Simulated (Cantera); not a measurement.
Charge: 1 mol Si, 0.7 mol Cl₂, 3.4 mol HF, equilibrated at 725 K and 750 Torr.

These are equilibrium values from Cantera (NASA tables, ideal gas, pure condensed phases), not measurements of a reactor. Candidate condensed phases: Si; 37 gas species. Kinetics and transport are ignored.

Base state: H₂ 0.419, SiF₄ 0.274, HCl 0.258, SiCl₄ 0.0484, HF 2.69e-5, SiHCl₃ 2.42e-5, SiHF₃ 1.77e-5 (mole fractions); condensed: gas only.

### Question
What changes in the equilibrium state with this change: temperature from 725 K to 1525 K?

### Answer
| species | before | after |
|---|---|---|
| H₂ | 0.419 | 0.381 |
| HCl | 0.258 | 0.297 |
| SiF₄ | 0.274 | 0.252 |
| SiCl₄ | 0.0484 | 0.0242 |
| SiF₃ | <1e-9 | 0.0116 |
| SiCl₂ | <1e-9 | 0.00780 |
| SiCl₃ | 4.88e-9 | 0.00797 |
The tables' values for SiF₃, SiCl₃, SiF₂ are old estimates; treat these amounts as uncertain.

### Question
What changes in the equilibrium state with this change: Cl₂ from 0.7 to 5.1 mol?

### Answer
| species | before | after |
|---|---|---|
| HCl | 0.258 | 0.453 |
| Cl₂ | <1e-9 | 0.413 |
| SiF₄ | 0.274 | 0.113 |
| H₂ | 0.419 | <1e-9 |
| SiCl₄ | 0.0484 | 0.0200 |
| SiHCl₃ | 2.42e-5 | <1e-9 |
| SiHF₃ | 1.77e-5 | <1e-9 |
| HF | 2.69e-5 | 4.72e-5 |
